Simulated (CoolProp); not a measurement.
Vapour-liquid equilibrium of carbon dioxide (1) + R142b (2) at 0.682 MPa; x and y are mole fractions of (1).

The numbers come from the multi-fluid Helmholtz-energy mixture model, Span 1996 and Lemmon 2006; pair parameters Bell 2016 in CoolProp.

```csv
x,bubble temperature (°C),y at the bubble point,dew temperature at overall composition x (°C),liquid density (mol/L)
0.05,34.3,0.344,47.9,11.09
0.125,14.2,0.661,44.7,___
0.2,-1.1,0.815,41.3,13.04
0.275,-12.3,0.890,37.8,13.96
0.35,-20.7,0.930,34.0,14.88
0.425,-27.1,0.953,30.0,15.82
0.5,-32.0,0.967,25.6,16.81
0.575,-36.0,___,20.7,17.86
0.65,-39.2,0.983,15.1,19.00
0.725,___,0.988,8.6,20.25
0.8,-44.4,___,0.7,21.62
0.875,-46.6,0.995,-9.7,23.17
0.95,-48.7,0.998,-26.0,24.92
```

**Question.** What belongs in the gaps?

**Answer.** 
- 0.125, liquid density (mol/L): 12.10
- 0.575, y at the bubble point: 0.977
- 0.725, bubble temperature (°C): -42.0
- 0.8, y at the bubble point: 0.992

No azeotrope shows between x = 0.05 and 0.95.

Pair parameters are fitted to limited data, so mixtures are less certain than the pure fluids.
